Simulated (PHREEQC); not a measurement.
## Brine (model solution)

Consider water at 25 °C with 3.3 mol/kgw NaBr, 0.11 mol/kgw MgCl2 and 0.4 mol/kgw NaCl. Closed to the air; pH follows from the charge balance.

All values are PHREEQC results (Pitzer model, pitzer.dat), not measurements.

No solid was allowed to form.

**Question.** What activity of water does the model give?

**Answer.** activity of water 0.846.
